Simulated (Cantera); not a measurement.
Cantera run:

```python
import numpy as np
import cantera as ct

gas_names = """
    C CN CO CO2 C2 CCN CNC C2N2 C2O C3 C3O2 C4 C4N2 C5 N NCO NO NO2 NO3 N2 N2O O O2 O3 Si SiC SiC2 SiN
    SiO SiO2 Si2 Si2C Si2N Si3
""".split()
cond_names = """
    C(gr) Si(cr) Si(L) SiC(b) SiO2(Lqz) SiO2(hqz) SiO2(L) Si2N2O(s) Si3N4(a)
""".split()


def load(file, names, dense=False):
    # The tables refer to 1 bar. Condensed volumes are neglected.
    table = {s.name: s for s in ct.Species.list_from_file(file)}
    out = []
    for n in names:
        d = dict(table[n].input_data)
        d["thermo"] = dict(d["thermo"], **{"reference-pressure": 1e5})
        if dense:
            d["equation-of-state"] = {"model": "constant-volume", "density": "1e6 g/cm^3"}
        out.append(ct.Species.from_dict(d))
    return out


gas = ct.Solution(thermo="ideal-gas", species=load("nasa_gas.yaml", gas_names))
cond = {s.name: ct.Solution(thermo="fixed-stoichiometry", species=[s], name=s.name)
        for s in load("nasa_condensed.yaml", cond_names, dense=True)}
atoms = {
    'Si': {'Si': 1},
    'CO2': {'C': 1, 'O': 2},
    'N2': {'N': 2},
}
top_T = {'C(gr)': 4500, 'SiC(b)': 3050, 'Si2N2O(s)': 2100, 'Si3N4(a)': 2400}  # K; cautious upper limits of use, not melting points


def equilibrate(T, P, feed):
    n = {}
    for name, mol in feed.items():
        for a, k in atoms[name].items():
            n[a] = n.get(a, 0.0) + k * mol
    gas.TPX = T, P, n
    mass = sum(n.values()) * gas.mean_molecular_weight
    gas.equilibrate("TP")
    valid = [c for c in cond.values() if c.min_temp <= T <= top_T.get(c.name, c.max_temp)]
    mix = ct.Mixture([(gas, mass / gas.mean_molecular_weight)] + [(c, 0.0) for c in valid])
    mix.T, mix.P = T, P
    mix.equilibrate("TP", solver="vcs", rtol=1e-11, max_steps=5000)
    return mix


results = []
feed = {'Si': 1, 'CO2': 0.063, 'N2': 960}  # mol
T = 2148  # K
for P in [0.1, 0.6, 3.6, 22, 130, 770, 4600, 28000, 170000, 1000000]:
    mix = equilibrate(T, P, feed)
    results.append((T, P, feed, dict(zip(mix.species_names, mix.species_moles))))

top = {s: max(r[3][s] / sum(r[3][g] for g in gas_names) for r in results) for s in gas_names}
cols = sorted((s for s in top if top[s] > 1e-05), key=lambda s: -top[s])[:9]
seen = [c for c in cond_names if any(r[3].get(c, 0) > 1e-12 for r in results)]
print("log10 of partial pressures in bar; condensed amounts in mol")
print(f"{'P/Pa':>10s}" + "".join(f"{s[:9]:>10s}" for s in cols + seen))
for T, P, feed, n in results:
    ng = sum(n[g] for g in gas_names)
    print(f"{P:10.4g}" + "".join(f"{np.log10(max(n[s] / ng * P / 1e5, 1e-99)):10.3f}" for s in cols)
          + "".join(f"{n.get(c, 0):10.4g}" for c in seen))
```

Output:

```
log10 of partial pressures in bar; condensed amounts in mol
      P/Pa        N2        Si       SiO      Si2N       SiN        CO      Si2C  Si3N4(a)
       0.1    -6.000    -9.011   -10.183   -18.030   -12.738   -10.183   -20.842         0
       0.6    -5.222    -8.233    -9.405   -16.085   -11.571    -9.405   -18.508         0
       3.6    -4.444    -7.455    -8.627   -14.140   -10.404    -8.627   -16.174         0
        22    -3.658    -6.670    -7.841   -12.176    -9.226    -7.841   -13.818         0
       130    -2.887    -5.900    -7.069   -10.251    -8.070    -7.070   -11.510         0
       770    -2.114    -5.133    -6.295    -8.330    -6.917    -6.299    -9.210         0
      4600    -1.338    -4.378    -5.503    -6.433    -5.774    -5.539    -6.980         0
   2.8e+04    -0.553    -3.716    -4.615    -4.717    -4.720    -4.905    -5.247         0
   1.7e+05     0.230    -3.812    -3.930    -4.516    -4.424    -3.976    -5.290     0.261
     1e+06     1.000    -4.325    -3.182    -5.157    -4.552    -3.183    -6.784    0.3094
```

Cantera equilibrium calculation (NASA polynomials, part measured and part estimated; ideal gas, pure solids and liquids). The tables' values for SiN are old estimates; treat these amounts as uncertain.
